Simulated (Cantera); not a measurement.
Input: 1 mol SiH₂Cl₂, 34 mol NH₃, equilibrated at 1.80 mbar.

Cantera equilibrium calculation (NASA polynomials, part measured and part estimated; ideal gas, pure solids and liquids). Candidate condensed phases: NH₄Cl, Si, Si₃N₄; 28 gas species. Equilibrium is a limit: real reactors are often held back by kinetics, nucleation or transport. All values below are at 1198 K.

Base state: H₂ 0.736, N₂ 0.236, HCl 0.0288 (mole fractions); condensed: Si₃N₄(s).

Question: What changes in the equilibrium state with this change: SiH₂Cl₂ replaced by SiCl₄?

Answer: 
```csv
species,before,after
H₂,0.736,0.707
N₂,0.236,0.236
HCl,0.0288,0.0576
SiCl₂,4.22e-6,1.76e-5
"Si₃N₄(s), mol",0.333,0.333
```
